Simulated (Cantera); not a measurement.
Input (Python, Cantera):

```python
import numpy as np
import cantera as ct

gas = ct.Solution("h2o2.yaml")
gas.TPX = 475, 21000, {'H2': 1, 'O2': 0.333, 'N2': 1.25}
flame = ct.FreeFlame(gas, width=0.12)
flame.set_refine_criteria(ratio=3, slope=0.08, curve=0.16)
flame.transport_model = "mixture-averaged"
flame.solve(loglevel=0, auto=True)
z, T = flame.grid, flame.T
thick = (T[-1] - T[0]) / np.gradient(T, z).max()
show = ['H2', 'O2', 'O', 'H2O', 'H', 'OH']
print(f"laminar burning velocity  {flame.velocity[0] * 100:.3f} cm/s")
print(f"burnt temperature         {T[-1]:.1f} K")
print(f"thermal thickness         {thick * 1e3:.4f} mm")
print(f"grid points               {len(z)}")
z0 = z[flame.heat_release_rate.argmax()]
print(f"{'z/mm':>9s}{'T/K':>9s}{'u/(m/s)':>9s}" + "".join(f"{s:>11s}" for s in show))
rows = []
for k in (-3, -2, -1.5, -1, -0.5, -0.25, 0, 0.25, 0.5, 1, 2, 4, 8):
    zz = z0 + k * thick
    rows.append([k * thick, np.interp(zz, z, T), np.interp(zz, z, flame.velocity),
                 *(np.interp(zz, z, flame.X[gas.species_index(s)]) for s in show)])
    print(f"{rows[-1][0] * 1e3:9.3f}{rows[-1][1]:9.1f}{rows[-1][2]:9.3f}" + "".join(f"{x:11.3e}" for x in rows[-1][3:]))
```

It prints:

```
laminar burning velocity  505.921 cm/s
burnt temperature         2340.0 K
thermal thickness         3.1927 mm
grid points               145
     z/mm      T/K  u/(m/s)         H2         O2          O        H2O          H         OH
   -9.578    475.0    5.059  3.871e-01  1.289e-01  2.238e-18  2.557e-15  6.303e-19  3.107e-20
   -6.385    475.0    5.059  3.871e-01  1.289e-01  1.544e-15  4.314e-14  3.306e-15  2.153e-17
   -4.789    475.0    5.059  3.871e-01  1.289e-01  1.908e-13  4.088e-12  1.937e-12  2.715e-15
   -3.193    475.0    5.059  3.871e-01  1.289e-01  1.089e-10  2.589e-09  5.018e-09  3.305e-12
   -1.596    482.5    5.131  3.858e-01  1.289e-01  4.300e-06  3.002e-04  1.155e-04  3.037e-05
   -0.798    664.7    6.956  3.591e-01  1.243e-01  1.709e-04  1.473e-02  8.484e-03  4.971e-04
    0.000   1100.3   11.158  2.259e-01  7.969e-02  5.157e-03  1.112e-01  6.914e-02  2.394e-03
    0.798   1385.4   13.893  1.159e-01  1.664e-02  7.468e-03  2.290e-01  1.116e-01  5.813e-03
    1.596   1498.0   14.920  1.062e-01  7.713e-03  6.569e-03  2.471e-01  1.078e-01  7.244e-03
    3.193   1620.8   16.006  1.122e-01  6.106e-03  5.981e-03  2.517e-01  9.350e-02  8.700e-03
    6.385   1756.8   17.175  1.192e-01  4.822e-03  5.016e-03  2.568e-01  7.710e-02  9.871e-03
   12.771   1901.2   18.379  1.257e-01  3.421e-03  3.725e-03  2.636e-01  6.015e-02  1.036e-02
   25.541   2037.3   19.481  1.311e-01  2.151e-03  2.413e-03  2.711e-01  4.451e-02  9.806e-03
```

Computed with Cantera and the H2/O2 subset of GRI-Mech 3.0, which has no nitrogen chemistry. Burning velocities carry a grid error of a few per cent, more on coarse grids.
